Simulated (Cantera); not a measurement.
A closed system holds: 1 mol SiF₄, 17 mol N₂, equilibrated at 1625 °C and 10.0 Torr.

Cantera equilibrium calculation (NASA polynomials, part measured and part estimated; ideal gas, pure solids and liquids). Candidate condensed phases: Si, Si₃N₄; 16 gas species. The tables' values for SiF₃ are old estimates; treat these amounts as uncertain. Rates play no part.

Problem. What is the equilibrium state?

Solution. 
```
Item                                 Result
--------------------------------  ---------
x(N₂)                                 0.944
x(SiF₄)                              0.0554
x(F)                               0.000134
x(SiF₃)                            0.000134
gas amount                        18.00 mol
log10 activity of Si(l) (absent)     -12.72
```
